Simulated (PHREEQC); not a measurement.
**Reverse-osmosis permeate**

Model water analysis in mg/kgw, 71 °C, pH 6.71, pe 9: Na 2.52; K 0.0108; Ca 4.71; Mg 0.193; Cl 7.4; S(6) as SO4 0.109; Alkalinity as HCO3 8.95; Br 0.0337; Li 0.00072; F 0.0527.

Valence states are taken as typed.

Computed with PHREEQC (ion-association model, wateq4f.dat).

* **ionic strength**: 0.000487 mol/kgw
* **charge-balance error**: 0.0 %

| species | molality | activity | log γ |
|---|---|---|---|
| Cl- | 0.000209 | 0.000203 | -0.012 |
| HCO3- | 0.000146 | 0.000142 | -0.012 |
| Ca+2 | 0.000117 | 0.000105 | -0.048 |
| Na+ | 0.000110 | 0.000107 | -0.012 |
| CO2 | 5.65e-5 | 5.65e-5 | 0.000 |
| Mg+2 | 7.91e-6 | 7.09e-6 | -0.047 |
| F- | 2.76e-6 | 2.69e-6 | -0.012 |
| SO4-2 | 1.10e-6 | 9.85e-7 | -0.048 |
| OH- | 8.53e-7 | 8.29e-7 | -0.012 |
| Br- | 4.22e-7 | 4.10e-7 | -0.012 |
| K+ | 2.76e-7 | 2.69e-7 | -0.012 |

No solid was allowed to form. Constants without temperature data keep their 25 °C values here.
